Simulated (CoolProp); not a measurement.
The fluid at 376.45 K and 0.139 MPa is throttled through a valve to 0.0396 MPa with no heat exchange. The same conditions are run with several fluids, on thermodynamics alone (safety and materials aside).

Computed with CoolProp (reference Helmholtz-energy equation of state of each fluid (ethanol: Schroeder 2014; R134a: Tillner-Roth 1994; R404A: Lemmon 2003; isobutene: Lemmon 2005; cyclopentane: Gedanitz 2015)). Blends and air are pseudo-pure fits.

Problem. Rank ethanol, R134a, R404A, isobutene, cyclopentane by temperature change (K), highest first.

Solution. R404A (-0.8), R134a (-1.0), isobutene (-1.2), cyclopentane (-1.9), ethanol (-4.5)

| fluid | final density (kg/m³) |
|---|---|
| ethanol | 0.596 |
| R134a | 1.30 |
| R404A | 1.24 |
| isobutene | 0.716 |
| cyclopentane | 0.899 |
